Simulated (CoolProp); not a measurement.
Vapour-liquid equilibrium of R227EA (1) + isobutane (2) at 0.0952 MPa; x and y are mole fractions of (1).

Model: multi-fluid Helmholtz-energy mixture model, Lemmon 2016 and Bücker 2006; pair parameters Bell 2016, in CoolProp.

```json
[
 {"x": "0.05", "bubble temperature (K)": "___", "y at the bubble point": "0.220", "dew temperature at overall composition x (K)": "258.7", "liquid density (mol/L)": "10.24"},
 {"x": "0.125", "bubble temperature (K)": "___", "y at the bubble point": "0.373", "dew temperature at overall composition x (K)": "257.0", "liquid density (mol/L)": "10.16"},
 {"x": "0.2", "bubble temperature (K)": "248.9", "y at the bubble point": "___", "dew temperature at overall composition x (K)": "255.1", "liquid density (mol/L)": "10.06"},
 {"x": "0.275", "bubble temperature (K)": "248.1", "y at the bubble point": "___", "dew temperature at overall composition x (K)": "253.3", "liquid density (mol/L)": "9.944"},
 {"x": "0.35", "bubble temperature (K)": "247.8", "y at the bubble point": "0.500", "dew temperature at overall composition x (K)": "251.3", "liquid density (mol/L)": "9.834"},
 {"x": "0.425", "bubble temperature (K)": "247.6", "y at the bubble point": "___", "dew temperature at overall composition x (K)": "249.4", "liquid density (mol/L)": "9.731"},
 {"x": "0.5", "bubble temperature (K)": "247.5", "y at the bubble point": "0.526", "dew temperature at overall composition x (K)": "247.8", "liquid density (mol/L)": "9.638"},
 {"x": "0.575", "bubble temperature (K)": "247.5", "y at the bubble point": "0.540", "dew temperature at overall composition x (K)": "247.8", "liquid density (mol/L)": "9.555"},
 {"x": "0.65", "bubble temperature (K)": "247.7", "y at the bubble point": "0.559", "dew temperature at overall composition x (K)": "249.0", "liquid density (mol/L)": "9.480"},
 {"x": "0.725", "bubble temperature (K)": "248.0", "y at the bubble point": "0.588", "dew temperature at overall composition x (K)": "250.3", "liquid density (mol/L)": "9.412"},
 {"x": "0.8", "bubble temperature (K)": "248.7", "y at the bubble point": "0.635", "dew temperature at overall composition x (K)": "251.7", "liquid density (mol/L)": "9.345"},
 {"x": "0.875", "bubble temperature (K)": "___", "y at the bubble point": "___", "dew temperature at overall composition x (K)": "253.1", "liquid density (mol/L)": "9.273"},
 {"x": "0.95", "bubble temperature (K)": "252.7", "y at the bubble point": "0.850", "dew temperature at overall composition x (K)": "___", "liquid density (mol/L)": "9.186"}
]
```

What belongs in the gaps?


- 0.05, bubble temperature (K): 254.6
- 0.125, bubble temperature (K): 250.7
- 0.2, y at the bubble point: 0.443
- 0.275, y at the bubble point: 0.480
- 0.425, y at the bubble point: 0.514
- 0.875, bubble temperature (K): 250.1
- 0.875, y at the bubble point: 0.713
- 0.95, dew temperature at overall composition x (K): 254.5

y crosses x between x = 0.5 and 0.575: the model has an azeotrope there.

Pair parameters are fitted to limited data, so mixtures are less certain than the pure fluids.
